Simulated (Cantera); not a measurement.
A perfectly stirred reactor is fed with NO : N₂ = 1 : 11 (molar parts), at 0.523 atm; it is held at 1775 K, and followed from long to short residence time.

Computed with Cantera and GRI-Mech 3.0 (53 species, 325 reactions).

Problem. Predict: x(NO) at τ = 6.10 s; x(N₂) at τ = 6.10 s; x(N₂O) at τ = 6.10 s; x(NO₂) at τ = 6.10 s; x(O₂) at τ = 6.10 s; x(NO) at τ = 73.0 ms; x(N₂) at τ = 73.0 ms; x(N₂O) at τ = 73.0 ms; x(NO₂) at τ = 73.0 ms; x(O₂) at τ = 73.0 ms.

Solution. 
```
Quantity                 Value
---------------------  -------
x(NO) at τ = 6.10 s     0.0747
x(N₂) at τ = 6.10 s      0.921
x(N₂O) at τ = 6.10 s   2.29e-6
x(NO₂) at τ = 6.10 s   2.23e-5
x(O₂) at τ = 6.10 s    0.00431
x(NO) at τ = 73.0 ms    0.0832
x(N₂) at τ = 73.0 ms     0.917
x(N₂O) at τ = 73.0 ms  2.69e-6
x(NO₂) at τ = 73.0 ms  9.90e-6
x(O₂) at τ = 73.0 ms   4.67e-5
```
